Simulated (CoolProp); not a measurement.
The numbers come from the reference Helmholtz-energy equation of state, Penoncello 2003 in CoolProp.

Q: For CHF3 (R23), give the phase and the speed of sound (m/s) at 123.25 °C and 101 kPa.

A: 
- 123.25 °C and 101 kPa: gas; speed of sound 233
